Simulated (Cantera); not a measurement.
Input: 1 mol PbS, 30 mol H2, at 17.0 mbar.

Equilibrium computed with Cantera from the NASA thermochemical tables; the gas is ideal and each condensed phase is pure. Candidate condensed phases: Pb, PbS, S; 10 gas species. Kinetics and transport are ignored.

### Question
At 1400 K, list the 5 most abundant gas species with their mole fractions, and the condensed phases.

### Answer
H2 0.953, PbS 0.0175, Pb 0.0147, H2S 0.0139, S2 0.000333. Condensed: gas only.
